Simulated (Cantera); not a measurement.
# Low-pressure radical oxidation in H2/O2

A perfectly stirred reactor is fed with H₂ : O₂ = 0.054 : 1 (molar parts), equivalence ratio 0.027, at 10.00 Torr; it is held at 1150 K, and followed from long to short residence time.

Cantera simulation using the H2/O2 subset of GRI-Mech 3.0, which has no nitrogen chemistry; the numbers are that mechanism's predictions, not measurements. Radical loss at walls, strong at low pressure, is not modelled. The temperature is held fixed by assumption; the heat of reaction is taken as removed at once.

| τ (s) | x H₂ | x O₂ | x OH | x O | x H₂O | x H | x H₂O₂ |
|---|---|---|---|---|---|---|---|
| 2.7 | 0.000113 | 0.946 | 0.000658 | 0.00142 | 0.0520 | 8.49e-5 | 7.09e-8 |
| 1.3 | 0.000175 | 0.945 | 0.000838 | 0.00226 | 0.0518 | 0.000173 | 8.07e-8 |
| 0.62 | 0.000270 | 0.943 | 0.00107 | 0.00359 | 0.0515 | 0.000350 | 9.02e-8 |
| 0.30 | 0.000412 | 0.941 | 0.00135 | 0.00553 | 0.0509 | 0.000684 | 9.89e-8 |
| 0.14 | 0.000639 | 0.938 | 0.00171 | 0.00845 | 0.0501 | 0.00133 | 1.07e-7 |
| 0.067 | 0.000975 | 0.933 | 0.00213 | 0.0122 | 0.0489 | 0.00239 | 1.15e-7 |
| 0.032 | 0.00149 | 0.928 | 0.00260 | 0.0164 | 0.0471 | 0.00397 | 1.25e-7 |
| 0.015 | 0.00236 | 0.924 | 0.00314 | 0.0202 | 0.0448 | 0.00599 | 1.40e-7 |
| 0.0072 | 0.00378 | 0.920 | 0.00372 | 0.0223 | 0.0419 | 0.00797 | 1.63e-7 |
x: mole fraction; the columns are a selection and need not sum to one.
